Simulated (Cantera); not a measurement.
Mixture: H₂ : O₂ : N₂ = 1 : 0.417 : 1.57 (molar parts), equivalence ratio 1.2, at 1.01 bar, adiabatic and at constant volume. Ignition delay is the time to a rise of 400 K.

Cantera simulation using GRI-Mech 3.0 (53 species, 325 reactions); the numbers are that mechanism's predictions, not measurements. Below about 950 K walls govern HO2 and H2O2 in real vessels. Where the delays flatten at high temperature, the 400 K rule measures the pace of heat release, not the induction time.

What does this change do: 0.12 parts CO2 added?


| quantity | before | after |
|---|---|---|
| delay at 948 K | 10.7 ms | 13.8 ms |
| delay at 1148 K | 61.3 µs | 64.5 µs |
| delay at 1348 K | 23.1 µs | 24.5 µs |
| delay at 1548 K | 13.6 µs | 14.9 µs |

What does this change do: pressure from 1.01 bar to 5.00 bar?


| quantity | before | after |
|---|---|---|
| delay at 948 K | 10.7 ms | 37.7 ms |
| delay at 1148 K | 61.3 µs | 50.6 µs |
| delay at 1348 K | 23.1 µs | 4.97 µs |
| delay at 1548 K | 13.6 µs | 2.30 µs |
The hydrogen kinetics of GRI-Mech 3.0 are dated; newer H2 mechanisms differ, most at raised pressure.
